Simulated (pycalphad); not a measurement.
Source of the numbers: pycalphad with the COST 507 light-alloy database (1999); pressure 1 atm. No gas phase is included, though pure Mg would boil below 1450 K. The data set is of 1999 and partly superseded. Amounts are mole fractions of atoms.

Question: Give the equilibrium state of Si-1.11Mg (wt.%) at 700 K.

Answer: diamond (Si), fraction 0.981, with no Mg wt.%; MG2SI, fraction 0.019, with 63.4 Mg wt.%.

Question: Give the equilibrium state of Si-1.11Mg (wt.%) at 1450 K.

Answer: 
```
T = 1450.00 K, P = 101325 Pa, N = 1 mol of atoms
G = -54861 J/mol, H = 30099 J/mol, S = 58.59 J/(mol K)  (SER reference)
chemical potentials (J/mol): Si -54069, Mg -115870
phase             fraction      x(Si)      x(Mg)
DIAMOND_A4          0.9575     1.0000       none
LIQUID              0.0425     0.6986     0.3014
```

Database names, with the compositions (at.%) that they take in these runs: MG2SI: Mg 67 Si 33. DIAMOND_A4 is diamond (Si). An entry "none" or "no" means that the model of the phase leaves that element out.
